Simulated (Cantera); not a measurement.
Input: 1 mol TEOS, 0.24 mol O₃, equilibrated at 13.3 mbar.

These are equilibrium values from Cantera (NASA tables, ideal gas, pure condensed phases), not measurements of a reactor. Candidate condensed phases: C, C₆H₆, C₇H₈, C₈H₁₈, H₂O, Si, SiC, SiO₂; 123 gas species. The feed counts by its element totals alone. The numbers say what is thermodynamically allowed, not how fast it happens.

Question: At 1098 K, list the 5 most abundant gas species with their mole fractions, and the condensed phases.

Answer: H₂ 0.786, CO 0.214, CH₄ 0.000301, H₂O 0.000206, CO₂ 5.56e-5. Condensed: C(graphite) + SiO₂(β-quartz).
